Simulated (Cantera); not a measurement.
Metals in furnace atmospheres: Fe + H2S + N2

A closed system holds: 1 mol Fe, 2 mol H2S, 27 mol N2, at 1.30 mbar.

Equilibrium computed with Cantera from the NASA thermochemical tables; the gas is ideal and each condensed phase is pure. Candidate condensed phases: Fe, FeS, FeS2, S; 16 gas species. Metal and sulfide melt together well below either melting point, which pure phases cannot show. Mutual solubility and eutectic melting of coexisting phases are not modelled. FeS: taken at fixed stoichiometry. The numbers say what is thermodynamically allowed, not how fast it happens.

```json
[
 {"T (K)": "1325", "log p N2": "-2.92", "log p H2": "-4.07", "log p Fe": "-9.39", "log p S2": "-4.70", "log p S": "-7.74", "log p H": "-7.82", "log p H2S": "-5.44", "n FeS(s)": "1.000", "n Fe(γ)": "0", "n FeS(l)": "0", "n Fe(δ)": "0"},
 {"T (K)": "1425", "log p N2": "-2.92", "log p H2": "-4.07", "log p Fe": "-7.86", "log p S2": "-4.68", "log p S": "-7.13", "log p H": "-7.20", "log p H2S": "-5.68", "n FeS(s)": "1.000", "n Fe(γ)": "0", "n FeS(l)": "0", "n Fe(δ)": "0"},
 {"T (K)": "1525", "log p N2": "-2.93", "log p H2": "-4.06", "log p Fe": "-6.60", "log p S2": "-4.64", "log p S": "-6.58", "log p H": "-6.66", "log p H2S": "-5.87", "n FeS(s)": "0", "n Fe(γ)": "0.100", "n FeS(l)": "0.894", "n Fe(δ)": "0"},
 {"T (K)": "1625", "log p N2": "-2.93", "log p H2": "-4.07", "log p Fe": "-5.76", "log p S2": "-4.38", "log p S": "-6.00", "log p H": "-6.19", "log p H2S": "-5.95", "n FeS(s)": "0", "n Fe(γ)": "0.960", "n FeS(l)": "0", "n Fe(δ)": "0"},
 {"T (K)": "1725", "log p N2": "-2.94", "log p H2": "-4.08", "log p Fe": "-5.03", "log p S2": "-4.39", "log p S": "-5.60", "log p H": "-5.77", "log p H2S": "-6.13", "n FeS(s)": "0", "n Fe(γ)": "0", "n FeS(l)": "0", "n Fe(δ)": "0.781"},
 {"T (K)": "1825", "log p N2": "-2.95", "log p H2": "-4.10", "log p Fe": "-4.38", "log p S2": "-4.43", "log p S": "-5.26", "log p H": "-5.41", "log p H2S": "-6.31", "n FeS(s)": "0", "n Fe(γ)": "0", "n FeS(l)": "0", "n Fe(δ)": "0"},
 {"T (K)": "1925", "log p N2": "-2.95", "log p H2": "-4.11", "log p Fe": "-4.38", "log p S2": "-4.46", "log p S": "-4.95", "log p H": "-5.08", "log p H2S": "-6.48", "n FeS(s)": "0", "n Fe(γ)": "0", "n FeS(l)": "0", "n Fe(δ)": "0"}
]
```
log p: log10 of the partial pressure in bar; n: condensed amount in mol.

From 1325 K to 1425 K the condensed part is FeS(s). At 1525 K the condensed part is Fe(γ) + FeS(l). At 1625 K the condensed part is Fe(γ). At 1725 K the condensed part is Fe(δ). From 1825 K to 1925 K nothing is condensed. The main Fe-bearing gas is Fe throughout.
